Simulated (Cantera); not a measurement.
Cantera run:

```python
import numpy as np
import cantera as ct

gas_names = """
    CL CL2 H HCL H2 N NH NH2 NH3 N2 N2H2 N2H4 Si SiCL SiCL2 SiCL3 SiCL4 SiH SiHCL3 SiH2 SiH2CL2 SiH3
    SiH3CL SiH4 SiN Si2 Si2N Si3
""".split()
cond_names = """
    NH4CL(a) NH4CL(b) Si(cr) Si(L) Si3N4(a)
""".split()


# ... load() reads the species with a 1 bar reference pressure and builds the phases ...
atoms = {
    'SiH2Cl2': {'Si': 1, 'H': 2, 'CL': 2},
    'N2': {'N': 2},
}
top_T = {'Si3N4(a)': 2400}  # K; cautious upper limits of use, not melting points


# ... equilibrate(T, P, feed) seeds the gas with the atoms and calls Mixture.equilibrate('TP', solver="vcs", rtol=1e-11, max_steps=5000) ...
results = []
feed = {'SiH2Cl2': 1, 'N2': 24}  # mol
P = 130  # Pa
for T in [823, 898, 973, 1048, 1123, 1198, 1273, 1348, 1423, 1498, 1573, 1648, 1723]:
    mix = equilibrate(T, P, feed)
    results.append((T, P, feed, dict(zip(mix.species_names, mix.species_moles))))

top = {s: max(r[3][s] / sum(r[3][g] for g in gas_names) for r in results) for s in gas_names}
cols = sorted((s for s in top if top[s] > 0.0001), key=lambda s: -top[s])[:8]
seen = [c for c in cond_names if any(r[3].get(c, 0) > 1e-12 for r in results)]
print("log10 of partial pressures in bar; condensed amounts in mol")
print(f"{'T/K':>10s}" + "".join(f"{s[:9]:>10s}" for s in cols + seen))
for T, P, feed, n in results:
    ng = sum(n[g] for g in gas_names)
    print(f"{T:10.4g}" + "".join(f"{np.log10(max(n[s] / ng * P / 1e5, 1e-99)):10.3f}" for s in cols)
          + "".join(f"{n.get(c, 0):10.4g}" for c in seen))
```

Result:

```
log10 of partial pressures in bar; condensed amounts in mol
       T/K        N2       HCL        H2     SiCL2     SiCL4     SiCL3         H        Si     Si(L)  Si3N4(a)
       823    -2.919    -4.140    -4.817   -11.465    -5.118    -9.268   -13.543   -28.830         0    0.2839
       898    -2.919    -4.125    -4.858    -9.983    -5.159    -8.413   -12.390   -25.132         0    0.2883
       973    -2.920    -4.113    -4.892    -8.733    -5.194    -7.692   -11.412   -22.006         0    0.2917
      1048    -2.920    -4.104    -4.921    -7.666    -5.228    -7.078   -10.572   -19.330         0    0.2942
      1123    -2.920    -4.097    -4.943    -6.751    -5.267    -6.556    -9.842   -17.015         0    0.2952
      1198    -2.920    -4.096    -4.949    -5.973    -5.344    -6.132    -9.195   -14.992         0    0.2921
      1273    -2.920    -4.108    -4.913    -5.356    -5.544    -5.858    -8.603   -13.209         0    0.2769
      1348    -2.921    -4.150    -4.807    -4.947    -5.997    -5.822    -8.039   -11.627         0     0.243
      1423    -2.921    -4.231    -4.669    -4.712    -6.660    -5.985    -7.512   -10.215         0    0.1978
      1498    -2.921    -4.343    -4.555    -4.571    -7.393    -6.234    -7.043    -8.945         0    0.1522
      1573    -2.921    -4.473    -4.475    -4.481    -8.128    -6.515    -6.628    -7.799         0    0.1126
      1648    -2.921    -4.614    -4.422    -4.424    -8.843    -6.805    -6.261    -6.759         0   0.08033
      1723    -2.921    -4.680    -4.410    -4.410    -9.372    -7.028    -5.944    -6.007    0.1886         0
```

Equilibrium computed with Cantera from the NASA thermochemical tables; the gas is ideal and each condensed phase is pure. N2 is the only nitrogen source here; it is nearly inert below about 1500 K, so the nitride shown seldom forms there in practice. The tables' values for SiCl3, SiCl, SiN are old estimates; treat these amounts as uncertain.
